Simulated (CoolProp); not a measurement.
Model: reference Helmholtz-energy equation of state, Platzer 1990, in CoolProp. This equation is an older, rougher fit; its heat capacities, sound speeds and derivatives of the liquid may be far off and weren't checked against measurements.

Q: For c-C4F8 (RC318), give the phase and the density (kg/m³), fugacity coefficient at 81.75 °C and 53.9 bar.

A: 
- 81.75 °C and 53.9 bar: liquid; density 1300, fugacity coefficient 0.248
